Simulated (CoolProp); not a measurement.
Vapour-liquid equilibrium of CH2F2 (R32) (1) + R123 (2) at 264.5 K; x and y are mole fractions of (1).

Values from CoolProp's multi-fluid Helmholtz-energy mixture model, Tillner-Roth 1997 and Younglove 1994; pair parameters Bell 2016.

Q: Give the bubble pressure and the first vapour's composition at x = 0.05, 0.35, 0.75. Is there an azeotrope?

A: x = 0.05: 0.06370 MPa, y = 0.669; x = 0.35: 0.2808 MPa, y = 0.939; x = 0.75: 0.4759 MPa, y = 0.979. No azeotrope shows between x = 0.05 and 0.95.

Pair parameters are fitted to limited data, so mixtures are less certain than the pure fluids.
